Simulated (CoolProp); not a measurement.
Vapour pressure (kPa) of octamethylcyclotetrasiloxane (D4): the reference equation beside estimates from Tc = 313.4 °C, pc = 1347 kPa, ω = 0.598. Clausius-Clapeyron is anchored at 240.35 °C with a constant enthalpy of vaporisation of 30.01 kJ/mol.

Values from CoolProp's reference Helmholtz-energy equation of state, Thol 2015.

```json
[
 {"T (°C)": "190.95", "reference": "146.7", "Lee-Kesler": "146.4", "Clausius-Clapeyron": "193.1", "van der Waals": "490.9", "Redlich-Kwong": "306.4", "Soave-Redlich-Kwong": "147.9", "Peng-Robinson": "147.5"},
 {"T (°C)": "200.85", "reference": "183.8", "Lee-Kesler": "183.5", "Clausius-Clapeyron": "227.2", "van der Waals": "541.3", "Redlich-Kwong": "356.0", "Soave-Redlich-Kwong": "185.7", "Peng-Robinson": "184.8"},
 {"T (°C)": "210.75", "reference": "227.8", "Lee-Kesler": "227.4", "Clausius-Clapeyron": "265.5", "van der Waals": "594.8", "Redlich-Kwong": "411.0", "Soave-Redlich-Kwong": "230.6", "Peng-Robinson": "229.1"},
 {"T (°C)": "220.65", "reference": "279.3", "Lee-Kesler": "279.0", "Clausius-Clapeyron": "308.3", "van der Waals": "651.5", "Redlich-Kwong": "471.4", "Soave-Redlich-Kwong": "283.5", "Peng-Robinson": "281.2"},
 {"T (°C)": "230.55", "reference": "339.4", "Lee-Kesler": "339.1", "Clausius-Clapeyron": "355.9", "van der Waals": "711.4", "Redlich-Kwong": "537.6", "Soave-Redlich-Kwong": "345.3", "Peng-Robinson": "342.2"},
 {"T (°C)": "240.35", "reference": "408.1", "Lee-Kesler": "408.0", "Clausius-Clapeyron": "408.1", "van der Waals": "774.0", "Redlich-Kwong": "609.0", "Soave-Redlich-Kwong": "416.1", "Peng-Robinson": "412.1"},
 {"T (°C)": "250.25", "reference": "488.0", "Lee-Kesler": "488.2", "Clausius-Clapeyron": "466.1", "van der Waals": "840.6", "Redlich-Kwong": "687.3", "Soave-Redlich-Kwong": "498.3", "Peng-Robinson": "493.5"},
 {"T (°C)": "260.15", "reference": "579.5", "Lee-Kesler": "580.3", "Clausius-Clapeyron": "529.8", "van der Waals": "910.6", "Redlich-Kwong": "772.1", "Soave-Redlich-Kwong": "592.4", "Peng-Robinson": "586.8"},
 {"T (°C)": "270.05", "reference": "684.0", "Lee-Kesler": "685.5", "Clausius-Clapeyron": "599.4", "van der Waals": "984.1", "Redlich-Kwong": "863.6", "Soave-Redlich-Kwong": "699.3", "Peng-Robinson": "693.3"},
 {"T (°C)": "279.95", "reference": "803.0", "Lee-Kesler": "805.6", "Clausius-Clapeyron": "675.1", "van der Waals": "1061", "Redlich-Kwong": "961.9", "Soave-Redlich-Kwong": "820.2", "Peng-Robinson": "814.2"},
 {"T (°C)": "289.85", "reference": "938.6", "Lee-Kesler": "942.3", "Clausius-Clapeyron": "757.2", "van der Waals": "1142", "Redlich-Kwong": "1067", "Soave-Redlich-Kwong": "956.3", "Peng-Robinson": "950.8"},
 {"T (°C)": "299.75", "reference": "1093", "Lee-Kesler": "1098", "Clausius-Clapeyron": "845.9", "van der Waals": "1226", "Redlich-Kwong": "1180", "Soave-Redlich-Kwong": "1109", "Peng-Robinson": "1105"}
]
```

Absolute difference from the reference over all 12 rows, mean and median: Lee-Kesler 0.2 and 0.2 %, Clausius-Clapeyron 14.2 and 14.1 %, van der Waals 96.8 and 81.0 %, Redlich-Kwong 50.1 and 45.0 %, Soave-Redlich-Kwong 1.7 and 1.8 %, Peng-Robinson 1.0 and 1.0 %.
